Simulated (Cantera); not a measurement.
A perfectly stirred reactor is fed with CH3OH : O2 : N2 : CO2 = 1 : 1.25 : 4.7 : 0.19 (molar parts), at 5.00 bar; it is adiabatic with a 425 K inlet, and is followed from long to short residence time, starting on the burning branch (τ in s: 0.057, 0.027, 0.013, 0.006, 0.0028, 0.0013, 0.00063, 0.0003, 0.00014, 6.6e-05, 3.1e-05, 1.5e-05).

Model: GRI-Mech 3.0 (53 species, 325 reactions), integrated in Cantera. GRI-Mech 3.0 was tuned for natural gas; its chemistry of methanol as a main component is partial and can be far from experiment.

Predict: blow-out, bracketed by the residence times tried; x(CH3OH) at τ = 57.0 ms; x(O2) at τ = 57.0 ms; x(CO2) at τ = 57.0 ms; x(H2O2) at τ = 57.0 ms; x(CH3OH) at τ = 0.630 ms; x(O2) at τ = 0.630 ms; x(CO2) at τ = 0.630 ms; x(H2O2) at τ = 0.630 ms.


* **blow-out, bracketed by the residence times tried**: burning at 31.0 µs, out at 15.0 µs
* **x(CH3OH) at τ = 57.0 ms**: 1.05e-6
* **x(O2) at τ = 57.0 ms**: 0.000160
* **x(CO2) at τ = 57.0 ms**: 0.106
* **x(H2O2) at τ = 57.0 ms**: 2.98e-8
* **x(CH3OH) at τ = 0.630 ms**: 2.18e-5
* **x(O2) at τ = 0.630 ms**: 0.00303
* **x(CO2) at τ = 0.630 ms**: 0.101
* **x(H2O2) at τ = 0.630 ms**: 3.88e-7
